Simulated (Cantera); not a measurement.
# Carbon deposition, reforming and gasification: C₂H₅OH + H₂ + N₂

A closed system holds: 1 mol C₂H₅OH, 2.6 mol H₂, 2.8 mol N₂, at 1525 K and 0.00133 bar.

Equilibrium computed with Cantera from the NASA thermochemical tables; the gas is ideal and each condensed phase is pure. Candidate condensed phases: C, C₆H₆, C₇H₈, C₈H₁₈, H₂O; 136 gas species. The numbers say what is thermodynamically allowed, not how fast it happens.

| Item | Value |
|---|---|
| x(H₂) | 0.595 |
| x(N₂) | 0.298 |
| x(CO) | 0.106 |
| x(HCN) | 0.000529 |
| x(H) | 0.000500 |
| x(HNC) | 9.67e-6 |
| x(C₂H₂ (acetylene)) | 7.19e-6 |
| x(CH₄) | 1.08e-6 |
| n(C(graphite)) | 0.995 mol |
| gas amount | 9.402 mol |
